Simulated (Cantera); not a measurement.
## Diamond growth

A diamond (100) surface in a fixed gas of H2 with x(CH4) = 0.012, x(CH3) = 1.4e-05, at 1350 K, 2100 Pa; coverages are run to steady state.

Detailed kinetics in Cantera: the Harris–Goodwin 1993 mechanism for the reconstructed diamond (100) surface.

```tsv
x(H)	growth (µm/h)	θ c6HH	θ c6H*	θ c6*H	θ c6**
0.0001	0.000322	0.685	0.0287	0.283	0.00367
0.00021	0.00155	0.570	0.0387	0.382	0.00916
0.00044	0.00558	0.479	0.0462	0.456	0.0184
0.00093	0.0148	0.419	0.0508	0.500	0.0300
0.0019	0.0280	0.385	0.0529	0.522	0.0403
0.0041	0.0434	0.366	0.0540	0.532	0.0483
0.0086	0.0572	0.356	0.0544	0.536	0.0529
0.018	0.0721	0.352	0.0547	0.538	0.0554
0.038	0.0936	0.350	0.0548	0.539	0.0567
```
θ: site fractions in the mechanism's names (c6HH fully hydrogenated, c6H* and c6*H radical sites, c6** diradical, c6HM methylated).
